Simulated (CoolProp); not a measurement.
A simple Rankine cycle with dimethyl ether: condensing at 297.15 K, boiler at 3.51 MPa, turbine inlet 391.7 K, turbine efficiency 0.85, pump efficiency 0.6, no recuperator. Each further row changes one setting.

Computed with CoolProp (reference Helmholtz-energy equation of state, Wu 2011).

```json
[
 {"case": "as stated", "thermal efficiency (%)": "14.0", "net work (kJ/kg)": "68.2", "heat in (kJ/kg)": "485", "turbine exit temperature (K)": "306.2", "volume ratio over the turbine": "6.35"},
 {"case": "turbine inlet 411.7 K", "thermal efficiency (%)": "14.5", "net work (kJ/kg)": "77.9", "heat in (kJ/kg)": "536", "turbine exit temperature (K)": "330.3", "volume ratio over the turbine": "…"},
 {"case": "condensing temperature 289.15 K", "thermal efficiency (%)": "15.4", "net work (kJ/kg)": "77.6", "heat in (kJ/kg)": "505", "turbine exit temperature (K)": "297.4", "volume ratio over the turbine": "…"},
 {"case": "boiler pressure 2.46 MPa", "thermal efficiency (%)": "…", "net work (kJ/kg)": "63.8", "heat in (kJ/kg)": "519", "turbine exit temperature (K)": "…", "volume ratio over the turbine": "4.17"},
 {"case": "turbine efficiency 0.75", "thermal efficiency (%)": "12.2", "net work (kJ/kg)": "59.3", "heat in (kJ/kg)": "485", "turbine exit temperature (K)": "311.5", "volume ratio over the turbine": "6.51"}
]
```

**Question.** What belongs in the gaps?

**Answer.** 
- turbine inlet 411.7 K, volume ratio over the turbine: 6.07
- condensing temperature 289.15 K, volume ratio over the turbine: 7.96
- boiler pressure 2.46 MPa, thermal efficiency (%): 12.3
- boiler pressure 2.46 MPa, turbine exit temperature (K): 329.0
